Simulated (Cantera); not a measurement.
A Cantera script and what it prints.

```python
import numpy as np
import cantera as ct

gas_names = [...]  # 136 gases of nasa_gas.yaml made of C, H, N, O
cond_names = """
    C(gr) C6H6(L) C7H8(L) C8H18(L),n-octa H2O(s) H2O(L)
""".split()


# ... load() reads the species with a 1 bar reference pressure and builds the phases ...
atoms = {
    'CO2': {'C': 1, 'O': 2},
    'H2O': {'H': 2, 'O': 1},
    'N2': {'N': 2},
}
top_T = {'C(gr)': 4500}  # K; cautious upper limits of use, not melting points


# ... equilibrate(T, P, feed) seeds the gas with the atoms and calls Mixture.equilibrate('TP', solver="vcs", rtol=1e-11, max_steps=5000) ...
results = []
feed = {'CO2': 1, 'H2O': 0.52, 'N2': 12}  # mol
P = 3800  # Pa
for T in [1548, 1598, 1648, 1698, 1748, 1798, 1848, 1898, 1948, 1998, 2048, 2098, 2148, 2198]:
    mix = equilibrate(T, P, feed)
    results.append((T, P, feed, dict(zip(mix.species_names, mix.species_moles))))

top = {s: max(r[3][s] / sum(r[3][g] for g in gas_names) for r in results) for s in gas_names}
cols = sorted((s for s in top if top[s] > 0.001), key=lambda s: -top[s])[:7]
seen = [c for c in cond_names if any(r[3].get(c, 0) > 1e-12 for r in results)]
print("log10 of partial pressures in bar; condensed amounts in mol")
print(f"{'T/K':>10s}" + "".join(f"{s[:9]:>10s}" for s in cols + seen))
for T, P, feed, n in results:
    ng = sum(n[g] for g in gas_names)
    print(f"{T:10.4g}" + "".join(f"{np.log10(max(n[s] / ng * P / 1e5, 1e-99)):10.3f}" for s in cols)
          + "".join(f"{n.get(c, 0):10.4g}" for c in seen))
```

It prints:

```
log10 of partial pressures in bar; condensed amounts in mol
       T/K        N2       CO2       H2O        CO        O2        OH        NO
      1548    -1.472    -2.553    -2.836    -4.940    -5.242    -5.990    -5.780
      1598    -1.472    -2.554    -2.837    -4.741    -5.049    -5.770    -5.587
      1648    -1.472    -2.556    -2.837    -4.556    -4.869    -5.564    -5.406
      1698    -1.472    -2.558    -2.838    -4.382    -4.699    -5.370    -5.236
      1748    -1.472    -2.561    -2.839    -4.218    -4.541    -5.187    -5.076
      1798    -1.473    -2.565    -2.841    -4.065    -4.392    -5.016    -4.926
      1848    -1.473    -2.571    -2.843    -3.922    -4.252    -4.854    -4.784
      1898    -1.473    -2.578    -2.846    -3.787    -4.121    -4.701    -4.651
      1948    -1.474    -2.588    -2.850    -3.661    -3.999    -4.558    -4.525
      1998    -1.474    -2.600    -2.855    -3.543    -3.886    -4.423    -4.408
      2048    -1.475    -2.615    -2.861    -3.434    -3.780    -4.296    -4.297
      2098    -1.476    -2.634    -2.870    -3.332    -3.683    -4.177    -4.193
      2148    -1.477    -2.657    -2.880    -3.238    -3.595    -4.065    -4.097
      2198    -1.478    -2.684    -2.893    -3.153    -3.514    -3.962    -4.006
```

Equilibrium computed with Cantera from the NASA thermochemical tables; the gas is ideal and each condensed phase is pure.
